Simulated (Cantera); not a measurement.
**Premixed flame**

A freely propagating, adiabatic, planar premixed flame of H2 : O2 : N2 : H2O = 1 : 0.357 : 1.34 : 0.57 (molar parts), equivalence ratio 1.4, unburnt at 425 K and 10.0 bar; mixture-averaged transport, grid criteria slope 0.08 and curve 0.16, no radiation.

Model: the H2/O2 subset of GRI-Mech 3.0, which has no nitrogen chemistry, integrated in Cantera. The hydrogen kinetics of GRI-Mech 3.0 are dated; newer H2 mechanisms differ, most at raised pressure. Burning velocities carry a grid error of a few per cent, more on coarse grids.

| z (mm) | T (K) | u (m/s) | x H2 | x O2 | x H2O | x H | x H2O2 | x O |
|---|---|---|---|---|---|---|---|---|
| -0.0944 | 425 | 1.36 | 0.304 | 0.110 | 0.175 | <1e-8 | 5.03e-8 | <1e-8 |
| -0.0629 | 428 | 1.36 | 0.300 | 0.110 | 0.176 | <1e-8 | 5.54e-7 | <1e-8 |
| -0.0472 | 436 | 1.37 | 0.292 | 0.111 | 0.179 | <1e-8 | 2.97e-6 | <1e-8 |
| -0.0315 | 479 | 1.47 | 0.269 | 0.114 | 0.188 | <1e-8 | 3.01e-5 | 2.88e-8 |
| -0.0157 | 757 | 2.21 | 0.214 | 0.107 | 0.231 | 4.97e-6 | 0.000310 | 3.49e-6 |
| -0.00787 | 1114 | 3.20 | 0.174 | 0.0844 | 0.285 | 0.000474 | 0.000444 | 7.80e-5 |
| 0 | 1475 | 4.21 | 0.137 | 0.0529 | 0.347 | 0.00309 | 8.72e-5 | 0.000380 |
| 0.00787 | 1699 | 4.84 | 0.110 | 0.0273 | 0.394 | 0.00620 | 9.32e-6 | 0.000520 |
| 0.0157 | 1816 | 5.17 | 0.0961 | 0.0130 | 0.419 | 0.00754 | 4.91e-6 | 0.000430 |
| 0.0315 | 1913 | 5.44 | 0.0874 | 0.00336 | 0.436 | 0.00689 | 2.01e-6 | 0.000236 |
| 0.0629 | 1973 | 5.60 | 0.0858 | 0.000542 | 0.443 | 0.00440 | 6.89e-7 | 8.62e-5 |
| 0.126 | 2004 | 5.68 | 0.0862 | 9.36e-5 | 0.446 | 0.00224 | 2.12e-7 | 2.24e-5 |
| 0.252 | 2018 | 5.72 | 0.0865 | 1.99e-5 | 0.447 | 0.00106 | 5.49e-8 | 5.09e-6 |
x: mole fraction of selected species; z is measured from the peak of heat release.

```yaml
laminar_burning_velocity: 136 cm/s
thermal_thickness: 0.0315 mm
peak x(H): 0.00764
peak x(H2O2): 0.000463
peak x(O): 0.000520
grid_points: 110
```
